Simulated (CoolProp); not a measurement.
Computed with CoolProp (reference Helmholtz-energy equation of state, Thol 2015).

**Question.** For octamethylcyclotetrasiloxane (D4), give the phase and the density (kg/m³), isothermal compressibility (1/MPa), expansivity (1/kK) at 148.75 °C and 9.73 bar; 165.25 °C and 9.73 bar; 297.35 °C and 9.73 bar.

**Answer.** 
- 148.75 °C and 9.73 bar: liquid; density 806, isothermal compressibility 0.00479, expansivity 1.59
- 165.25 °C and 9.73 bar: liquid; density 784, isothermal compressibility 0.00582, expansivity 1.69
- 297.35 °C and 9.73 bar: gas; density 102, isothermal compressibility 2.26, expansivity 11.6
